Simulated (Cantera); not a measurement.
A perfectly stirred reactor is fed with 37.0 % CH₄, 63.0 % H₂, at 0.0133 bar; it is held at 1848 K, and followed from long to short residence time.

Cantera simulation using GRI-Mech 3.0 (53 species, 325 reactions); the numbers are that mechanism's predictions, not measurements. GRI-Mech 3.0 stops at C3 and has no aromatics, soot or wall deposition, so with more carbon than oxygen in the feed, carbon stays in small species such as C2H2 where larger ones or solid carbon would form. Radical loss at walls, strong at low pressure, is not modelled.

Q: Predict: x(CH₄) at τ = 0.550 s; x(H₂) at τ = 0.550 s; x(H) at τ = 0.550 s; x(C₂H₄) at τ = 0.550 s; x(C₂H) at τ = 0.550 s; x(CH₄) at τ = 18.0 ms; x(H₂) at τ = 18.0 ms; x(H) at τ = 18.0 ms; x(C₂H₄) at τ = 18.0 ms; x(C₂H) at τ = 18.0 ms.

A: 
```json
{
 "x(CH₄) at τ = 0.550 s": "0.0382",
 "x(H₂) at τ = 0.550 s": "0.837",
 "x(H) at τ = 0.550 s": "0.00230",
 "x(C₂H₄) at τ = 0.550 s": "0.000283",
 "x(C₂H) at τ = 0.550 s": "3.51e-6",
 "x(CH₄) at τ = 18.0 ms": "0.216",
 "x(H₂) at τ = 18.0 ms": "0.721",
 "x(H) at τ = 18.0 ms": "0.00130",
 "x(C₂H₄) at τ = 18.0 ms": "0.00478",
 "x(C₂H) at τ = 18.0 ms": "9.32e-7"
}
```
